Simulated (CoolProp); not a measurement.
The fluid at 247.71 K and 0.386 MPa flows at 4.9 m/s in a round tube of 25 mm bore and 1.5 µm roughness, fully developed (64/Re and Nu = 3.66 if laminar; Colebrook and Gnielinski if turbulent). The same conditions are run with several fluids, on thermodynamics alone (safety and materials aside).

Values from CoolProp's reference Helmholtz-energy equation of state of each fluid (R22: Kamei 1995; toluene: Lemmon 2006; R507A: Lemmon 2003; R124: de Vries 1995; ammonia: Gao 2020). Blends and air are pseudo-pure fits.

Rank R22, toluene, R507A, R124, ammonia by Reynolds number, highest first.

R22 (712000), R507A (584000), R124 (387000), ammonia (359000), toluene (94200)

| fluid | Darcy friction factor | pressure drop (Pa/m) | heat-transfer coefficient (W/(m² K)) | mass flow (kg/h) |
|---|---|---|---|---|
| R22 | 0.0133 | 8730 | 8700 | 11800 |
| toluene | 0.0185 | 8090 | 4260 | 7870 |
| R507A | 0.0137 | 8200 | 7510 | 10800 |
| R124 | 0.0145 | 10500 | 6370 | 13100 |
| ammonia | 0.0147 | 4730 | 22400 | 5820 |

Transport values come from each fluid's own correlations; those of R22, R124 are estimates that may be off by 10 % or more.
